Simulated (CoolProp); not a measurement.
A single-stage vapour-compression cycle with sulfur dioxide: evaporating at 311.15 K (dew point), condensing at 364.15 K (bubble point), superheat 10 K, subcooling 8 K, compressor efficiency 0.75, no pressure losses. Each further row changes one setting.

Model: reference Helmholtz-energy equation of state, Gao 2016, in CoolProp.

| case | cooling COP | pressure ratio | discharge temperature (K) | refrigerating effect (kJ/kg) | volumetric capacity (kJ/m³) |
|---|---|---|---|---|---|
| as stated | 3.61 | 3.88 | 448.8 | 284 | 4390 |
| evaporating temperature 316.15 K | 4.12 | (withheld) | (withheld) | 286 | 5100 |
| condensing temperature 359.15 K | 4.08 | (withheld) | (withheld) | 292 | 4510 |
| subcooling 13 K | 3.71 | 3.88 | 448.8 | 292 | 4510 |
| superheat 20 K | 3.56 | 3.88 | 462.2 | 291 | 4330 |
| compressor efficiency 0.65 | (withheld) | 3.88 | 463.7 | 284 | 4390 |

Task: What belongs in the gaps?

Result: 
- evaporating temperature 316.15 K, pressure ratio: 3.34
- evaporating temperature 316.15 K, discharge temperature (K): 439.7
- condensing temperature 359.15 K, pressure ratio: 3.47
- condensing temperature 359.15 K, discharge temperature (K): 437.4
- compressor efficiency 0.65, cooling COP: 3.13
